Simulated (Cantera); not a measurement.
## Equilibrium for nitride etching: Si₃N₄ + O₂

Feed: 1 mol Si₃N₄, 0.24 mol O₂, held at 1323 K and 13300 Pa.

Cantera equilibrium calculation (NASA polynomials, part measured and part estimated; ideal gas, pure solids and liquids). Candidate condensed phases: Si, SiO₂, Si₂N₂O, Si₃N₄; 16 gas species. Mutual solubility and eutectic melting of coexisting phases are not modelled. Kinetics and transport are ignored.

The x(N₂) comes out as 1.00 and the n(Si₂N₂O(s)) comes out as 0.480 mol. The n(Si₃N₄(s)) is 0.680 mol. The gas amount is 0.1600 mol and the log10 activity of Si(s) (absent) is -3.45.
